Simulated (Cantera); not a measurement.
**Equilibrium for silicon nitride deposition: Si₂Cl₆ + N₂ + H₂**

Feed: 1 mol Si₂Cl₆, 32 mol N₂, 1.3 mol H₂, equilibrated at 0.133 bar.

Equilibrium computed with Cantera from the NASA thermochemical tables; the gas is ideal and each condensed phase is pure. Candidate condensed phases: NH₄Cl, Si, Si₃N₄; 28 gas species. The feed counts by its element totals alone. N₂ is the only nitrogen source here; it is nearly inert below about 1500 K, so the nitride shown seldom forms there in practice. The tables' values for SiCl₃, SiCl are old estimates; treat these amounts as uncertain. Equilibrium is a limit: real reactors are often held back by kinetics, nucleation or transport.

From 1175 °C to 1375 °C the condensed part is Si₃N₄(s). From 1475 °C to 1775 °C nothing is condensed. The main Si-bearing gas is SiCl₄ at 1175 °C and SiCl₂ at 1775 °C.

| T (°C) | log p N₂ | log p HCl | log p SiCl₂ | log p SiCl₄ | log p H₂ | log p SiCl₃ | log p Cl | log p H | n Si₃N₄(s) |
|---|---|---|---|---|---|---|---|---|---|
| 1175 | -0.92 | -2.08 | -3.15 | -2.56 | -3.09 | -3.14 | -5.66 | -6.58 | 0.301 |
| 1275 | -0.92 | -2.10 | -2.63 | -2.80 | -3.05 | -2.94 | -5.18 | -6.03 | 0.213 |
| 1375 | -0.93 | -2.14 | -2.31 | -3.29 | -2.92 | -2.97 | -4.84 | -5.51 | 0.0862 |
| 1475 | -0.93 | -2.19 | -2.18 | -3.90 | -2.80 | -3.17 | -4.55 | -5.04 | 0 |
| 1575 | -0.93 | -2.17 | -2.17 | -4.27 | -2.85 | -3.31 | -4.15 | -4.70 | 0 |
| 1675 | -0.93 | -2.17 | -2.16 | -4.64 | -2.87 | -3.45 | -3.80 | -4.38 | 0 |
| 1775 | -0.93 | -2.17 | -2.15 | -5.00 | -2.88 | -3.59 | -3.51 | -4.09 | 0 |
log p: log10 of the partial pressure in bar; n: condensed amount in mol.
